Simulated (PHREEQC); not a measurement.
**Ultrapure water in contact with air or piping (model solution)**

Model water analysis in mmol/kgw, 25 °C, pH 6.32, pe 8.1:

| constituent | mmol/kgw |
|---|---|
| Na | 0.00311 |
| K | 0.000241 |
| Ca | 5.64e-05 |
| Mg | 6.27e-05 |
| Cl | 0.00172 |
| S(6) | 0.000239 |
| Alkalinity (meq/kgw) | 0.00147 |
| Cd | 1.42e-05 |

Valence states are taken as typed.

Computed with PHREEQC (ion-association model, phreeqc.dat).

No solid was allowed to form.

### Question
What charge-balance error does the model give?

### Answer
charge-balance error -0.6 %.

### Question
In which forms is C present?

### Answer
CO2 52 %, HCO3- 48 % of the C.
